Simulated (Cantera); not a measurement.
An isothermal, constant-pressure homogeneous reactor starts with CH4 : N2 = 1 : 14 (molar parts), at 1600 K and 31000 Pa. Integrator tolerance rtol = 1e-08.

Cantera simulation using GRI-Mech 3.0 (53 species, 325 reactions); the numbers are that mechanism's predictions, not measurements. GRI-Mech 3.0 stops at C3 and has no aromatics, soot or wall deposition, so with more carbon than oxygen in the feed, carbon stays in small species such as C2H2 where larger ones or solid carbon would form.

Q: What does this change do: pressure from 31000 Pa to 100000 Pa?

A: 
| quantity | before | after |
|---|---|---|
| x(CH4) at 80.0 s | 0.000477 (gas-phase equilibrium 0.000250) | 0.00148 (gas-phase equilibrium 0.000789) |
| x(H) at 80.0 s | 3.00e-5 (gas-phase equilibrium 3.00e-5) | 1.65e-5 (gas-phase equilibrium 1.67e-5) |
| x(CH2) at 80.0 s | 9.38e-10 (gas-phase equilibrium 4.90e-10) | 9.20e-10 (gas-phase equilibrium 4.84e-10) |
| x(H2) at 80.0 s | 0.0930 (gas-phase equilibrium 0.0934) | 0.0914 (gas-phase equilibrium 0.0925) |
| x(C2H4) at 80.0 s | 9.84e-5 (gas-phase equilibrium 2.68e-5) | 0.000305 (gas-phase equilibrium 8.44e-5) |
| x(C2H) at 80.0 s | 3.35e-8 (gas-phase equilibrium 9.07e-9) | 1.84e-8 (gas-phase equilibrium 4.99e-9) |
| x(CH3) at 80.0 s | 3.12e-6 (gas-phase equilibrium 1.63e-6) | 5.45e-6 (gas-phase equilibrium 2.88e-6) |

Q: What does this change do: temperature 1600 to 1250 K?

A: 
```json
[
 {"quantity": "x(CH4) at 80.0 s", "before": "0.000477 (gas-phase equilibrium 0.000250)", "after": "0.0632 (gas-phase equilibrium 0.0125)"},
 {"quantity": "x(H) at 80.0 s", "before": "3.00e-5 (gas-phase equilibrium 3.00e-5)", "after": "1.26e-8 (gas-phase equilibrium 2.40e-7)"},
 {"quantity": "x(CH2) at 80.0 s", "before": "9.38e-10 (gas-phase equilibrium 4.90e-10)", "after": "4.85e-12 (gas-phase equilibrium 1.37e-12)"},
 {"quantity": "x(H2) at 80.0 s", "before": "0.0930 (gas-phase equilibrium 0.0934)", "after": "0.00463 (gas-phase equilibrium 0.0751)"},
 {"quantity": "x(C2H4) at 80.0 s", "before": "9.84e-5 (gas-phase equilibrium 2.68e-5)", "after": "0.000171 (gas-phase equilibrium 0.00109)"},
 {"quantity": "x(C2H) at 80.0 s", "before": "3.35e-8 (gas-phase equilibrium 9.07e-9)", "after": "1.12e-12 (gas-phase equilibrium 7.63e-12)"},
 {"quantity": "x(CH3) at 80.0 s", "before": "3.12e-6 (gas-phase equilibrium 1.63e-6)", "after": "3.27e-6 (gas-phase equilibrium 7.74e-7)"}
]
```
